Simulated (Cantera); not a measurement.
Charge: 1 mol Al(CH₃)₃, 26 mol O₂, 2.1 mol N₂, held at 13.3 mbar.

Cantera equilibrium calculation (NASA polynomials, part measured and part estimated; ideal gas, pure solids and liquids). Candidate condensed phases: Al, AlN, Al₂O₃, C, C₆H₆, C₇H₈, C₈H₁₈, H₂O; 148 gas species. The feed counts by its element totals alone. Equilibrium is a limit: real reactors are often held back by kinetics, nucleation or transport. All values below are at 875 K.

Base state: O₂ 0.676, H₂O 0.152, CO₂ 0.101, N₂ 0.0709 (mole fractions); condensed: Al₂O₃(s).

Task: What changes in the equilibrium state with this change: Al(CH₃)₃ replaced by AlCl₃?

Result: 
```tsv
species	before	after
O₂	0.676	0.875
N₂	0.0709	0.0728
Cl₂	0	0.0519
H₂O	0.152	0
CO₂	0.101	0
Cl	0	9.09e-5
Al₂O₃(s), mol	0.500	0.500
```
Condensed phases not in the tables: AlOCl. Further candidate phases: AlCl₃.
